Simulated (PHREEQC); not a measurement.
Dissolve 0.044 mol/kgw HF, 0.0011 mol/kgw (NH4)2SiF6, 0.0013 mol/kgw H3PO4 and 0.0091 mol/kgw H2SO4 at 25 °C. Closed to the air; pH follows from the charge balance.

Equilibrium calculation in PHREEQC: ion-association model, phreeqc.dat.

Precipitation was switched off in this run.

**Question.** Predict the pH, ionic strength.

**Answer.** pH 1.83; ionic strength 0.0247 mol/kgw.

**Question.** In which forms is F present?

**Answer.** HF 81 %, SiF6-2 13 %, F- 4.3 %, HF2- 1.4 % of the F.

SiF6-2 is the database's only silicon fluoride.
